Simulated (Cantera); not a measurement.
A freely propagating, adiabatic, planar premixed flame of 22.4 % CO, 7.17 % H2, 14.8 % O2, 55.6 % N2, unburnt at 625 K and 0.780 bar; mixture-averaged transport, grid criteria slope 0.08 and curve 0.16, no radiation.

Computed with Cantera and GRI-Mech 3.0 (53 species, 325 reactions). Burning velocities carry a grid error of a few per cent, more on coarse grids.

Q: Predict: laminar burning velocity; thermal thickness; peak x(O); peak x(H2O2).

A: 
| Quantity | Result |
|---|---|
| laminar burning velocity | 297 cm/s |
| thermal thickness | 0.986 mm |
| peak x(O) | 0.0184 |
| peak x(H2O2) | 1.26e-5 |
